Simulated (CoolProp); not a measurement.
Vapour pressure (MPa) of tetradecamethylhexasiloxane (MD4M): the reference equation beside estimates from Tc = 653.2 K, pc = 0.8286 MPa, ω = 0.800. Clausius-Clapeyron is anchored at 509.4 K with a constant enthalpy of vaporisation of 48.47 kJ/mol.

Values from CoolProp's reference Helmholtz-energy equation of state, Thol 2019.

```json
[
 {"T (K)": "426.8", "reference": "0.004283", "Clausius-Clapeyron": "?", "van der Waals": "0.1158", "Redlich-Kwong": "0.03938", "Soave-Redlich-Kwong": "?", "Peng-Robinson": "0.004835"},
 {"T (K)": "454.3", "reference": "0.01189", "Clausius-Clapeyron": "0.01465", "van der Waals": "0.1607", "Redlich-Kwong": "?", "Soave-Redlich-Kwong": "0.01198", "Peng-Robinson": "0.01274"},
 {"T (K)": "481.9", "reference": "0.02819", "Clausius-Clapeyron": "0.03055", "van der Waals": "0.2160", "Redlich-Kwong": "0.1112", "Soave-Redlich-Kwong": "0.02821", "Peng-Robinson": "0.02929"},
 {"T (K)": "509.4", "reference": "0.05870", "Clausius-Clapeyron": "0.05870", "van der Waals": "0.2820", "Redlich-Kwong": "0.1695", "Soave-Redlich-Kwong": "0.05881", "Peng-Robinson": "0.06000"},
 {"T (K)": "537", "reference": "0.1109", "Clausius-Clapeyron": "0.1057", "van der Waals": "0.3599", "Redlich-Kwong": "0.2466", "Soave-Redlich-Kwong": "0.1117", "Peng-Robinson": "0.1126"},
 {"T (K)": "564.5", "reference": "?", "Clausius-Clapeyron": "0.1794", "van der Waals": "0.4497", "Redlich-Kwong": "0.3444", "Soave-Redlich-Kwong": "0.1961", "Peng-Robinson": "0.1961"},
 {"T (K)": "592.1", "reference": "0.3178", "Clausius-Clapeyron": "0.2903", "van der Waals": "0.5527", "Redlich-Kwong": "0.4658", "Soave-Redlich-Kwong": "0.3238", "Peng-Robinson": "0.3224"},
 {"T (K)": "619.6", "reference": "0.4986", "Clausius-Clapeyron": "0.4494", "van der Waals": "0.6685", "Redlich-Kwong": "0.6123", "Soave-Redlich-Kwong": "0.5070", "Peng-Robinson": "0.5047"}
]
```

What belongs in the gaps?


- 426.8, Clausius-Clapeyron: 0.006408
- 426.8, Soave-Redlich-Kwong: 0.004405
- 454.3, Redlich-Kwong: 0.06859
- 564.5, reference: 0.1933

Absolute difference from the reference over all 8 rows, mean and median: Clausius-Clapeyron 13.9 and 8.5 %, van der Waals 670.9 and 302.5 %, Redlich-Kwong 256.2 and 155.6 %, Soave-Redlich-Kwong 1.2 and 1.1 %, Peng-Robinson 4.0 and 1.9 %.
